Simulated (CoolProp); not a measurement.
Values from CoolProp's reference Helmholtz-energy equation of state, Lemmon 2004. It is a short technical equation, of lower accuracy than the large ones.

Problem. For n-dodecane, give the phase and the isothermal compressibility (1/MPa), viscosity (µPa s), Prandtl number, fugacity coefficient at 145.25 °C and 7740 kPa.

Solution. 
- 145.25 °C and 7740 kPa: liquid; isothermal compressibility 0.00202, viscosity 378, Prandtl number 8.82, fugacity coefficient 0.00291

Viscosity comes from a separate model (Huber 2004). Thermal conductivity comes from a separate model (Huber 2004).
